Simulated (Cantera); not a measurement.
An adiabatic, constant-pressure homogeneous reactor starts with CO : H2 : O2 : N2 = 1 : 0.29 : 0.787 : 2.96 (molar parts), equivalence ratio 0.82, at 1400 K and 16500 Torr.

Model: GRI-Mech 3.0 (53 species, 325 reactions), integrated in Cantera. The hydrogen kinetics of GRI-Mech 3.0 are dated; newer H2 mechanisms differ, most at raised pressure. The pressure lies above the range GRI-Mech 3.0 was tuned for (to about 10 atm).

One state of this run: T (K) = 2892; x CO = 0.0419; x H2 = 0.00185; x O2 = 0.0411; x NO = 0.0168; x H2O = 0.0570; x OH = 0.00967. x: mole fraction; the columns are a selection and need not sum to one.

Question: Which value of t (s) does it belong to?
A) 3.45e-5
B) 1.44e-5
C) 3.00
D) 6.00e-6

Answer: C, 3.00
